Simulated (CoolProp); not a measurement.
Vapour-liquid equilibrium of cis-2-butene (1) + acetone (2) at 0.299 MPa; x and y are mole fractions of (1).

Model: multi-fluid Helmholtz-energy mixture model, Lemmon 2005 and Lemmon 2006; pair parameters Bell 2016, in CoolProp.

```csv
x,bubble temperature (°C),y at the bubble point,dew temperature at overall composition x (°C),liquid density (mol/L)
0.05,80.6,0.283,89.9,12.21
0.125,67.9,0.535,87.1,12.24
0.2,59.1,0.670,84.1,12.19
0.275,53.2,0.745,81.0,12.08
0.35,49.1,0.792,77.6,11.95
0.425,46.2,0.823,73.9,11.79
0.5,44.1,0.845,69.9,11.63
0.575,42.5,0.863,65.5,11.46
0.65,41.2,0.879,60.5,11.31
0.725,40.0,0.896,54.9,11.16
0.8,38.8,0.915,48.3,11.02
0.875,37.7,0.939,41.5,10.90
0.95,36.6,0.972,37.3,10.80
```

No azeotrope shows between x = 0.05 and 0.95.

The pair parameters rest on a limited set of measurements; away from them the model extrapolates.
